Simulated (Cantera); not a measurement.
## Equilibrium for iron carbonyl, mercury and lead vapours: Fe(CO)5 + H2 + O2

Charge: 1 mol Fe(CO)5, 0.074 mol H2, 1.4 mol O2, held at 825 °C and 1.70 mbar.

Cantera equilibrium calculation (NASA polynomials, part measured and part estimated; ideal gas, pure solids and liquids). Candidate condensed phases: C, C6H6, C7H8, C8H18, Fe, Fe(CO)5, FeO, Fe(OH)2, Fe(OH)3, Fe2O3, Fe3O4, H2O; 114 gas species. The tables' stoichiometric FeO is somewhat more stable than real wüstite, so its field is too wide. FeO: taken at fixed stoichiometry. Rates play no part.

The x(CO) comes out as 0.636 and the x(CO2) is 0.350. The x(H2) is 0.00939 and the x(H2O) is 0.00520. The n(FeO(s)) is 1.00 mol and the gas amount is 5.074 mol. The log10 activity of Fe(α) (absent) comes out as -0.39 and the log10 activity of C(graphite) (absent) is -3.75. The log10 activity of Fe(OH)2(s) (absent) comes out as -10.10.
